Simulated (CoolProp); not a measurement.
Ammonia along the isotherm 238.5 K: fugacity coefficient from the reference equation and from simpler models built on Tc = 405.6 K, pc = 11.36 MPa, ω = 0.256; each cubic takes its own stable root.

The numbers come from the reference Helmholtz-energy equation of state, Gao 2020 in CoolProp.

```tsv
p (MPa)	phase	reference
0.0898	gas	0.9756
0.16	liquid	0.5772
0.284	liquid	0.3257
0.505	liquid	0.1837
0.898	liquid	0.1038
1.6	liquid	0.05878
2.84	liquid	0.03363
5.05	liquid	0.01945
8.98	liquid	0.01149
16	liquid	0.007036
28.4	liquid	0.004622
```

Q: How far does each simpler model (van der Waals, Redlich-Kwong, Soave-Redlich-Kwong) lie from the reference over these 11 states: mean and median of the absolute difference, and the worst?

A: 
- van der Waals: mean 608.9 %, median 776.1 %, worst +1078.3 % at 238.5 K and 28.4 MPa
- Redlich-Kwong: mean 91.3 %, median 99.4 %, worst +120.0 % at 238.5 K and 28.4 MPa
- Soave-Redlich-Kwong: mean 2.3 %, median 2.3 %, worst +6.9 % at 238.5 K and 28.4 MPa

At some of these states van der Waals, Redlich-Kwong gives the other phase, because its saturation line lies elsewhere.
